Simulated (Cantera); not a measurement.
A freely propagating, adiabatic, planar premixed flame of CH4 : H2 : O2 : N2 = 1 : 0.13 : 1.59 : 5.97 (molar parts), unburnt at 350 K and 5.70 bar; mixture-averaged transport, grid criteria slope 0.08 and curve 0.16, no radiation.

Cantera simulation using GRI-Mech 3.0 (53 species, 325 reactions); the numbers are that mechanism's predictions, not measurements. Burning velocities carry a grid error of a few per cent, more on coarse grids.

Problem. How do the results move with these cheaper or finer settings: unity-Lewis-number transport; multicomponent transport; multicomponent+Soret transport; grid criteria slope 0.5, curve 1; grid criteria slope 0.25, curve 0.5; grid criteria slope 0.03, curve 0.06?

Solution. 
```
setting                               laminar burning velocity  thermal thickness  peak x(CO)  peak x(CH2O)  grid points
------------------------------------  ------------------------  -----------------  ----------  ------------  -----------
as above                                             13.6 cm/s           0.224 mm      0.0617       0.00128          136
unity-Lewis-number transport                         10.7 cm/s           0.268 mm      0.0601      0.000903          134
multicomponent transport                             13.7 cm/s           0.227 mm      0.0619       0.00128          137
multicomponent+Soret transport                       13.9 cm/s           0.222 mm      0.0616       0.00127          140
grid criteria slope 0.5, curve 1                     14.8 cm/s           0.246 mm      0.0611       0.00131           31
grid criteria slope 0.25, curve 0.5                  13.9 cm/s           0.234 mm      0.0615       0.00128           53
grid criteria slope 0.03, curve 0.06                 13.4 cm/s           0.223 mm      0.0618       0.00127          322
```
The base run took around 9 core-seconds (rough).
Unity Lewis numbers drop preferential diffusion, which matters most where H2 and H carry the flame; Soret adds thermal diffusion.
